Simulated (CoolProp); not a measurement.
A simple Rankine cycle with R1336mzz(E): condensing at 319.15 K, boiler at 1.32 MPa, turbine inlet 409 K, turbine efficiency 0.75, pump efficiency 0.7, no recuperator. Each further row changes one setting.

Values from CoolProp's reference Helmholtz-energy equation of state, Akasaka 2023.

```
case                             thermal efficiency (%)  net work (kJ/kg)  heat in (kJ/kg)  turbine exit temperature (K)  volume ratio over the turbine
-------------------------------  ----------------------  ----------------  ---------------  ----------------------------  -----------------------------
as stated                                           7.5              15.2              203                         379.9                           3.67
condensing temperature 311.15 K                     8.6              18.4              213                         375.2                           4.70
boiler pressure 0.924 MPa                           5.5              11.5              208                         389.6                           2.47
turbine efficiency 0.65                             6.4              13.0              203                         382.3                           3.70
```
